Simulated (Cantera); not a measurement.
Input: 1 mol V, 0.46 mol H₂O, at 0.930 Pa.

These are equilibrium values from Cantera (NASA tables, ideal gas, pure condensed phases), not measurements of a reactor. Candidate condensed phases: H₂O, V, VO, V₂O₃, V₂O₄, V₂O₅; 12 gas species. Mutual solubility and eutectic melting of coexisting phases are not modelled. VO: taken at fixed stoichiometry. Condensed phases not in the tables: N, O or C dissolved in the metal. Rates play no part.

Question: At 1350 °C, list the 4 most abundant gas species with their mole fractions, and the condensed phases.

Answer: H₂ 0.977, H 0.0224, V 0.000211, VO 0.000143. Condensed: V(s) + VO(s).
